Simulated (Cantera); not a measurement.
A perfectly stirred reactor is fed with C2H4 : H2 = 1 : 5.1 (molar parts), at 12000 Pa; it is held at 1700 K, and followed from long to short residence time.

Computed with Cantera and GRI-Mech 3.0 (53 species, 325 reactions). GRI-Mech 3.0 was tuned for natural gas; its chemistry of ethylene as a main component is partial and can be far from experiment. GRI-Mech 3.0 stops at C3 and has no aromatics, soot or wall deposition, so with more carbon than oxygen in the feed, carbon stays in small species such as C2H2 where larger ones or solid carbon would form.

| quantity | before | after |
|---|---|---|
| x(C2H4) at τ = 0.470 s | 0.00118 | 0.00153 |
| x(H2) at τ = 0.470 s | 0.858 | 0.858 |
| x(H) at τ = 0.470 s | 0.000337 | 0.000261 |
| x(CH2) at τ = 0.470 s | 4.58e-9 | 2.86e-9 |
| x(C2H6) at τ = 0.470 s | 1.18e-7 | 1.78e-7 |
| x(C2H4) at τ = 9.90 ms | 0.0517 | 0.0630 |
| x(H2) at τ = 9.90 ms | 0.852 | 0.850 |
| x(H) at τ = 9.90 ms | 6.89e-5 | 5.61e-5 |
| x(CH2) at τ = 9.90 ms | 4.01e-9 | 3.24e-9 |
| x(C2H6) at τ = 9.90 ms | 1.83e-6 | 2.67e-6 |

Name the change that produced these shifts.
A) temperature 1700 to 1675 K
B) temperature 1700 to 1923 K
C) pressure from 12000 Pa to 100000 Pa
D) C2H4 1 to 0.23 parts

A, temperature 1700 to 1675 K
